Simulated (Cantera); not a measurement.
A perfectly stirred reactor is fed with 2.64 % C₃H₈, 20.0 % O₂, 75.3 % N₂, 2.01 % H₂O, equivalence ratio 0.66, at 2030 Torr; it is adiabatic with a 473 K inlet, and is followed from long to short residence time, starting on the burning branch (τ in s: 0.4, 0.16, 0.061, 0.024, 0.0093, 0.0036, 0.0014, 0.00055, 0.00021, 8.3e-05).

Computed with Cantera and GRI-Mech 3.0 (53 species, 325 reactions). GRI-Mech 3.0 was tuned for natural gas; its chemistry of propane as a main component is partial and can be far from experiment.

x: mole fraction; the columns are a selection and need not sum to one.

```json
[
 {"τ (s)": "0.40", "T (K)": "1913", "x C₃H₈": "8.98e-8", "x O₂": "0.0662", "x NO": "0.000182", "x C₂H": "5.01e-10", "x N₂O": "3.39e-7"},
 {"τ (s)": "0.16", "T (K)": "1912", "x C₃H₈": "2.12e-7", "x O₂": "0.0662", "x NO": "9.68e-5", "x C₂H": "1.13e-9", "x N₂O": "4.03e-7"},
 {"τ (s)": "0.061", "T (K)": "1910", "x C₃H₈": "4.99e-7", "x O₂": "0.0663", "x NO": "5.79e-5", "x C₂H": "2.45e-9", "x N₂O": "5.38e-7"},
 {"τ (s)": "0.024", "T (K)": "1906", "x C₃H₈": "1.08e-6", "x O₂": "0.0663", "x NO": "4.11e-5", "x C₂H": "4.78e-9", "x N₂O": "7.50e-7"},
 {"τ (s)": "0.0093", "T (K)": "1899", "x C₃H₈": "2.25e-6", "x O₂": "0.0665", "x NO": "3.20e-5", "x C₂H": "8.75e-9", "x N₂O": "1.01e-6"},
 {"τ (s)": "0.0036", "T (K)": "1886", "x C₃H₈": "4.51e-6", "x O₂": "0.0668", "x NO": "2.53e-5", "x C₂H": "1.50e-8", "x N₂O": "1.17e-6"},
 {"τ (s)": "0.0014", "T (K)": "1864", "x C₃H₈": "(withheld)", "x O₂": "0.0675", "x NO": "(withheld)", "x C₂H": "(withheld)", "x N₂O": "1.17e-6"},
 {"τ (s)": "0.00055", "T (K)": "1830", "x C₃H₈": "1.73e-5", "x O₂": "0.0689", "x NO": "1.47e-5", "x C₂H": "3.60e-8", "x N₂O": "1.03e-6"},
 {"τ (s)": "0.00021", "T (K)": "1772", "x C₃H₈": "3.78e-5", "x O₂": "0.0719", "x NO": "1.03e-5", "x C₂H": "5.03e-8", "x N₂O": "8.31e-7"},
 {"τ (s)": "8.3e-5", "T (K)": "1666", "x C₃H₈": "(withheld)", "x O₂": "(withheld)", "x NO": "(withheld)", "x C₂H": "(withheld)", "x N₂O": "(withheld)"}
]
```

**Question.** Fill in the missing entries.

**Answer.** 
- 0.0014, x C₃H₈: 8.80e-6
- 0.0014, x NO: 1.95e-5
- 0.0014, x C₂H: 2.42e-8
- 8.3e-5, x C₃H₈: 0.000112
- 8.3e-5, x O₂: 0.0793
- 8.3e-5, x NO: 4.76e-6
- 8.3e-5, x C₂H: 6.34e-8
- 8.3e-5, x N₂O: 5.69e-7
